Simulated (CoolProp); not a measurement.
C2F6 (R116) at several states: Z from the reference equation and from simpler models built on Tc = 19.9 °C, pc = 30.48 bar, ω = 0.257; each cubic takes its own stable root.

The numbers come from the reference Helmholtz-energy equation of state, Lemmon 2006 in CoolProp. It is a short technical equation, of lower accuracy than the large ones.

| T (°C) | p (bar) | phase | reference | Redlich-Kwong | Peng-Robinson |
|---|---|---|---|---|---|
| -82.55 | 56.2 | liquid | (withheld) | 0.3174 | 0.2738 |
| 110.35 | 10.5 | gas | (withheld) | 0.9472 | 0.9481 |
| 123.55 | 115 | supercritical | 0.7580 | 0.7183 | 0.7597 |
| 132.05 | 4.74 | gas | 0.9843 | 0.9802 | 0.9810 |
| 141.95 | 44.1 | supercritical | (withheld) | 0.8386 | 0.8628 |

**Question.** Some entries are withheld; supply them.

**Answer.** 
- -82.55, reference: 0.2971
- 110.35, reference: 0.9562
- 141.95, reference: 0.8789
